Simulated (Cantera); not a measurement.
A closed system holds: 1 mol Fe3O4, 12 mol CO, 1.2 mol CH4, at 1175 °C and 1 atm.

Equilibrium computed with Cantera from the NASA thermochemical tables; the gas is ideal and each condensed phase is pure. Candidate condensed phases: C, C6H6, C7H8, C8H18, Fe, Fe(CO)5, FeO, Fe(OH)2, Fe(OH)3, Fe2O3, Fe3O4, H2O; 114 gas species. Mutual solubility and eutectic melting of coexisting phases are not modelled. The tables' stoichiometric FeO is somewhat more stable than real wüstite, so its field is too wide. FeO: taken at fixed stoichiometry. Equilibrium is a limit: real reactors are often held back by kinetics, nucleation or transport.

Base state: CO 0.725, CO2 0.121, H2 0.110, H2O 0.0437 (mole fractions); condensed: Fe(γ) + FeO(s).

What changes in the equilibrium state with this change: temperature from 1175 °C to 1350 °C?


```tsv
species	before	after
CO	0.725	0.736
CO2	0.121	0.111
H2	0.110	0.105
H2O	0.0437	0.0489
H	3.04e-6	2.22e-5
Fe(γ), mol	2.77	2.69
FeO(s), mol	0.227	0.311
```
